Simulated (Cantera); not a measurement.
Charge: 1 mol Cu, 5.4 mol F2, 1.8 mol N2, equilibrated at 26.0 Pa.

Equilibrium computed with Cantera from the NASA thermochemical tables; the gas is ideal and each condensed phase is pure. Candidate condensed phases: Cu, CuF2; 11 gas species. The numbers say what is thermodynamically allowed, not how fast it happens.

x: gas mole fraction; n: condensed amount in mol.

```json
[
 {"T (K)": "698", "x F": "0.0682", "x F2": "0.632", "x N2": "0.275", "x NF3": "0.0247", "x CuF2": "6.73e-8", "x NF2": "3.66e-8", "n CuF2(s)": "1.00"},
 {"T (K)": "723", "x F": "0.109", "x F2": "0.608", "x N2": "0.272", "x NF3": "0.0106", "x CuF2": "3.20e-7", "x NF2": "4.30e-8", "n CuF2(s)": "1.000"},
 {"T (K)": "748", "x F": "(withheld)", "x F2": "0.565", "x N2": "0.265", "x NF3": "(withheld)", "x CuF2": "(withheld)", "x NF2": "4.76e-8", "n CuF2(s)": "1.000"},
 {"T (K)": "773", "x F": "0.238", "x F2": "0.504", "x N2": "0.255", "x NF3": "0.00190", "x CuF2": "5.31e-6", "x NF2": "4.98e-8", "n CuF2(s)": "1.000"},
 {"T (K)": "798", "x F": "0.327", "x F2": "0.429", "x N2": "0.243", "x NF3": "0.000767", "x CuF2": "1.88e-5", "x NF2": "4.88e-8", "n CuF2(s)": "1.000"},
 {"T (K)": "823", "x F": "(withheld)", "x F2": "(withheld)", "x N2": "0.228", "x NF3": "(withheld)", "x CuF2": "(withheld)", "x NF2": "(withheld)", "n CuF2(s)": "1.000"},
 {"T (K)": "848", "x F": "0.527", "x F2": "0.259", "x N2": "0.214", "x NF3": "0.000106", "x CuF2": "0.000187", "x NF2": "3.75e-8", "n CuF2(s)": "0.998"},
 {"T (K)": "873", "x F": "0.616", "x F2": "0.182", "x N2": "0.201", "x NF3": "3.57e-5", "x CuF2": "0.000533", "x NF2": "2.94e-8", "n CuF2(s)": "0.995"},
 {"T (K)": "898", "x F": "0.688", "x F2": "0.121", "x N2": "0.190", "x NF3": "1.14e-5", "x CuF2": "0.00143", "x NF2": "2.16e-8", "n CuF2(s)": "0.987"}
]
```

Question: What belongs in the gaps?

Answer: 
- 823, x F: 0.427
- 823, x F2: 0.345
- 823, x NF3: 0.000294
- 823, x CuF2: 6.16e-5
- 823, x NF2: 4.45e-8
- 748, x F: 0.165
- 748, x NF3: 0.00453
- 748, x CuF2: 1.37e-6
